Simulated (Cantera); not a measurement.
Mixture: CH4 : O2 : N2 = 1 : 2.27 : 13.4 (molar parts), equivalence ratio 0.88, at 1.80 bar, adiabatic and at constant pressure. Ignition delay is the time to a rise of 400 K.

Model: GRI-Mech 3.0 (53 species, 325 reactions), integrated in Cantera.

Question: What does this change do: constant volume in place of constant pressure?

Answer: 
```json
[
 {"quantity": "delay at 1300 K", "before": "10.5 ms", "after": "10.1 ms"},
 {"quantity": "delay at 1450 K", "before": "1.80 ms", "after": "1.71 ms"},
 {"quantity": "delay at 1600 K", "before": "0.403 ms", "after": "0.382 ms"},
 {"quantity": "delay at 1750 K", "before": "0.123 ms", "after": "0.116 ms"},
 {"quantity": "delay at 1900 K", "before": "48.6 µs", "after": "45.6 µs"},
 {"quantity": "apparent activation energy between 1825 and 1975 K", "before": "170 kJ/mol", "after": "170 kJ/mol"}
]
```

Question: What does this change do: pressure from 1.80 bar to 0.790 bar?

Answer: 
```csv
quantity,before,after
delay at 1300 K,10.5 ms,20.3 ms
delay at 1450 K,1.80 ms,3.30 ms
delay at 1600 K,0.403 ms,0.767 ms
delay at 1750 K,0.123 ms,0.250 ms
delay at 1900 K,48.6 µs,0.103 ms
apparent activation energy between 1825 and 1975 K,170 kJ/mol,160 kJ/mol
```
